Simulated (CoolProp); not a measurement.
A single-stage vapour-compression cycle with R245ca: evaporating at 285.15 K (dew point), condensing at 354.15 K (bubble point), superheat 10 K, subcooling 0 K, compressor efficiency 0.9, no pressure losses. Each further row changes one setting.

Computed with CoolProp (reference Helmholtz-energy equation of state, Zhou 2016).

```csv
case,cooling COP,pressure ratio,discharge temperature (K),refrigerating effect (kJ/kg),volumetric capacity (kJ/m³)
as stated,2.58,9.94,354.9,122,404
evaporating temperature 290.15 K,[?],8.05,354.9,[?],509
condensing temperature 349.15 K,[?],[?],[?],130,428
subcooling 5 K,2.73,9.94,354.9,130,428
superheat 20 K,2.66,9.94,364.8,[?],418
compressor efficiency 0.8,[?],9.94,360.3,122,404
```

Question: Fill in the missing entries.

Answer: 
- evaporating temperature 290.15 K, cooling COP: 2.92
- evaporating temperature 290.15 K, refrigerating effect (kJ/kg): 127
- condensing temperature 349.15 K, cooling COP: 2.90
- condensing temperature 349.15 K, pressure ratio: 8.72
- condensing temperature 349.15 K, discharge temperature (K): 351.0
- superheat 20 K, refrigerating effect (kJ/kg): 132
- compressor efficiency 0.8, cooling COP: 2.29
